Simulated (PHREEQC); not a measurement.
## Reverse-osmosis permeate

Model water analysis in mg/L, 20 °C, pH 6.36, pe 10.1:

| constituent | mg/L |
|---|---|
| Na | 7.78 |
| K | 4.44 |
| Ca | 5.44 |
| Mg | 0.937 |
| Cl | 8.94 |
| S(6) as SO4 | 10.9 |
| Alkalinity as HCO3 | 19.7 |
| Li | 0.00372 |
| Zn | 0.0073 |
| O(0) (dissolved oxygen) | 0.137 |
| F | 0.0196 |
| N(5) as NO3 | 0.297 |

Valence states are taken as typed.

Model: ion-association model, phreeqc.dat, run in PHREEQC.

No solid was allowed to form.

Question: Estimate the charge-balance error.

Answer: charge-balance error -0.4 %.

Question: In which forms is S present?

Answer: SO4-2 98 %, CaSO4 1.7 %, MgSO4 0.6 % of the S.
